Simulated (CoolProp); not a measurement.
p-xylene along the isotherm 481.3 K: fugacity coefficient from the reference equation and from simpler models built on Tc = 616.2 K, pc = 35.32 bar, ω = 0.324; each cubic takes its own stable root.

The numbers come from the reference Helmholtz-energy equation of state, Zhou 2012 in CoolProp.

```tsv
p (bar)	phase	reference
1.36	gas	0.9666
2.72	gas	0.9332
4.07	gas	0.9000
5.43	liquid	0.7851
6.79	liquid	0.6312
8.15	liquid	0.5287
9.51	liquid	0.4555
10.9	liquid	0.3996
12.2	liquid	0.3588
13.6	liquid	0.3236
14.9	liquid	0.2969
16.3	liquid	0.2729
17.7	liquid	0.2527
```

Question: How far does each simpler model (van der Waals, Redlich-Kwong) lie from the reference over these 13 states: mean and median of the absolute difference, and the worst?

Answer: 
- van der Waals: mean 74.6 %, median 88.1 %, worst +129.7 % at 481.3 K and 17.7 bar
- Redlich-Kwong: mean 33.4 %, median 46.7 %, worst +47.8 % at 481.3 K and 17.7 bar

At some of these states van der Waals, Redlich-Kwong gives the other phase, because its saturation line lies elsewhere.
